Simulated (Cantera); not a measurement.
Input: 1 mol Pb, 0.0021 mol O2, 2.1 mol CO, held at 780000 Pa.

Equilibrium computed with Cantera from the NASA thermochemical tables; the gas is ideal and each condensed phase is pure. Candidate condensed phases: C, Pb, PbO, PbO2, Pb3O4; 15 gas species. Kinetics and transport are ignored.

x: gas mole fraction; n: condensed amount in mol.

| T (K) | x CO | x CO2 | x Pb | x Pb2 | x PbO | n C(graphite) | n Pb(l) |
|---|---|---|---|---|---|---|---|
| 948 | 0.236 | 0.764 | 6.14e-7 | <1e-12 | 1.36e-12 | 0.907 | 1.000 |
| 1023 | 0.446 | 0.554 | 3.42e-6 | 1.51e-11 | 1.25e-11 | 0.746 | 1.000 |
| 1098 | 0.675 | 0.325 | 1.50e-5 | 1.78e-10 | 7.46e-11 | 0.512 | 1.000 |
| 1173 | [?] | [?] | [?] | [?] | [?] | [?] | 1.000 |
| 1248 | 0.933 | 0.0670 | 0.000167 | 9.94e-9 | 9.67e-10 | 0.128 | 1.000 |
| 1323 | 0.971 | 0.0290 | 0.000451 | 5.21e-8 | 2.54e-9 | 0.0552 | 0.999 |
| 1398 | 0.986 | 0.0133 | 0.00109 | 2.27e-7 | 5.90e-9 | 0.0234 | 0.998 |
| 1473 | 0.991 | [?] | [?] | [?] | [?] | [?] | 0.995 |
| 1548 | 0.992 | 0.00338 | 0.00493 | 2.78e-6 | 2.44e-8 | 0.00292 | 0.990 |

Question: Complete the blanks.

Answer: 
- 1173, x CO: 0.845
- 1173, x CO2: 0.155
- 1173, x Pb: 5.41e-5
- 1173, x Pb2: 1.52e-9
- 1173, x PbO: 3.07e-10
- 1173, n C(graphite): 0.279
- 1473, x CO2: 0.00648
- 1473, x Pb: 0.00241
- 1473, x Pb2: 8.49e-7
- 1473, x PbO: 1.25e-8
- 1473, n C(graphite): 0.00939
